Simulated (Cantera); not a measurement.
## Thermodynamics of hydrogen reduction and annealing atmospheres, feed Cu2O + H2 + H2O

Input: 1 mol Cu2O, 1.5 mol H2, 0.28 mol H2O, equilibrated at 0.133 bar.

These are equilibrium values from Cantera (NASA tables, ideal gas, pure condensed phases), not measurements of a reactor. Candidate condensed phases: Cu, CuO, Cu(OH)2, Cu2O, H2O; 12 gas species. The numbers say what is thermodynamically allowed, not how fast it happens.

From 750 K to 1350 K the condensed part is Cu(s). From 1425 K to 1725 K the condensed part is Cu(l).

```csv
T (K),x H2O,x H2,x Cu,x H,x OH,x Cu2,x O2,x O,n Cu(s),n Cu(l)
750,0.719,0.281,<1e-12,<1e-12,<1e-12,<1e-12,<1e-12,<1e-12,2.00,0
825,0.719,0.281,<1e-12,1.15e-11,<1e-12,<1e-12,<1e-12,<1e-12,2.00,0
900,0.719,0.281,1.35e-12,1.70e-10,<1e-12,<1e-12,<1e-12,<1e-12,2.00,0
975,0.719,0.281,4.18e-11,1.66e-9,7.71e-12,<1e-12,<1e-12,<1e-12,2.00,0
1050,0.719,0.281,7.89e-10,1.18e-8,9.63e-11,<1e-12,<1e-12,<1e-12,2.00,0
1125,0.719,0.281,1.00e-8,6.45e-8,8.60e-10,<1e-12,<1e-12,<1e-12,2.00,0
1200,0.719,0.281,9.21e-8,2.86e-7,5.86e-9,2.62e-12,<1e-12,<1e-12,2.00,0
1275,0.719,0.281,6.49e-7,1.07e-6,3.19e-8,4.16e-11,<1e-12,<1e-12,2.00,0
1350,0.719,0.281,3.67e-6,3.46e-6,1.44e-7,4.81e-10,2.05e-12,1.65e-12,2.00,0
1425,0.719,0.281,1.63e-5,9.90e-6,5.54e-7,3.82e-9,2.13e-11,1.75e-11,0,2.00
1500,0.719,0.281,6.17e-5,2.55e-5,1.87e-6,2.42e-8,1.76e-10,1.47e-10,0,2.00
1575,0.719,0.281,0.000205,6.03e-5,5.61e-6,1.27e-7,1.19e-9,1.01e-9,0,2.00
1650,0.719,0.281,0.000609,0.000132,1.52e-5,5.72e-7,6.78e-9,5.84e-9,0,2.00
1725,0.718,0.280,0.00164,0.000269,3.80e-5,2.24e-6,3.32e-8,2.90e-8,0,2.00
```
x: gas mole fraction; n: condensed amount in mol.
